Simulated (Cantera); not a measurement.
Cantera run, input and output.

```python
import numpy as np
import cantera as ct

gas = ct.Solution("gri30.yaml")


def delay(T, t_max=10):
    gas.TPX = T, 110000, {'H2': 1, 'O2': 1.09, 'N2': 5.65}
    reactor = ct.IdealGasReactor(gas, clone=False)
    net = ct.ReactorNet([reactor])
    net.rtol, net.atol = 1e-8, 1e-16
    while net.time < t_max:
        t_old, T_old = net.time, reactor.T
        net.step()
        if reactor.T > T + 400:  # ignition: a rise of 400 K
            return t_old + (T + 400 - T_old) / (reactor.T - T_old) * (net.time - t_old)
    return np.nan


taus = []
for T in [1198, 1273, 1348, 1423, 1498, 1573]:
    taus.append(delay(T))
    print(f"T0 = {T:6g} K   tau = {taus[-1]:.4e} s")
```

Result:

```
T0 =   1198 K   tau = 5.8815e-05 s
T0 =   1273 K   tau = 4.2749e-05 s
T0 =   1348 K   tau = 3.4027e-05 s
T0 =   1423 K   tau = 2.9253e-05 s
T0 =   1498 K   tau = 2.6888e-05 s
T0 =   1573 K   tau = 2.6149e-05 s
```

Computed with Cantera and GRI-Mech 3.0 (53 species, 325 reactions). Where the delays flatten at high temperature, the 400 K rule measures the pace of heat release, not the induction time.
